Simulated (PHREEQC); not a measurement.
Make-up at 25 °C: 0.0089 mol/kgw H3BO3 and 1.3e-05 mol/kgw Na2B4O7. Closed to the air; pH follows from the charge balance.

Model: ion-association model, phreeqc.dat, run in PHREEQC.

```csv
quantity,before,after
pH,6.70,7.68
ionic strength (mol/kgw),2.62e-5,2.60e-5
```

**Question.** Name the change that produced these shifts.
A) temperature from 25 to 65 °C
B) temperature from 25 to 20 °C
C) H3BO3 from 0.0089 to 0.00089 mol/kgw
D) temperature from 25 to 35 °C

**Answer.** C, H3BO3 from 0.0089 to 0.00089 mol/kgw

Precipitation was switched off in this run.
